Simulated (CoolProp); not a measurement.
c-C4F8 (RC318) along the isobar 2.5 MPa: fugacity coefficient from the reference equation and from simpler models built on Tc = 388.4 K, pc = 2.778 MPa, ω = 0.355; each cubic takes its own stable root.

Model: reference Helmholtz-energy equation of state, Platzer 1990, in CoolProp. This equation is an older, rougher fit; its heat capacities, sound speeds and derivatives of the liquid may be far off and weren't checked against measurements.

| T (K) | phase | reference |
|---|---|---|
| 277.3 | liquid | 0.06503 |
| 290.5 | liquid | 0.1014 |
| 303.7 | liquid | 0.1498 |
| 316.9 | liquid | 0.2112 |
| 330.1 | liquid | 0.2859 |
| 343.3 | liquid | 0.3731 |
| 356.5 | liquid | 0.4713 |
| 369.7 | liquid | 0.5772 |
| 396.1 | gas | 0.7276 |
| 409.3 | gas | 0.7601 |
| 422.5 | gas | 0.7873 |
| 435.7 | gas | 0.8105 |
| 448.9 | gas | 0.8307 |
| 462.1 | gas | 0.8485 |
| 475.3 | gas | 0.8642 |

How far does each simpler model (van der Waals, Redlich-Kwong, Soave-Redlich-Kwong) lie from the reference over these 15 states: mean and median of the absolute difference, and the worst?


- van der Waals: mean 58.8 %, median 16.0 %, worst +282.1 % at 277.3 K and 2.5 MPa
- Redlich-Kwong: mean 20.9 %, median 6.1 %, worst +83.8 % at 277.3 K and 2.5 MPa
- Soave-Redlich-Kwong: mean 0.7 %, median 0.8 %, worst +1.4 % at 343.3 K and 2.5 MPa
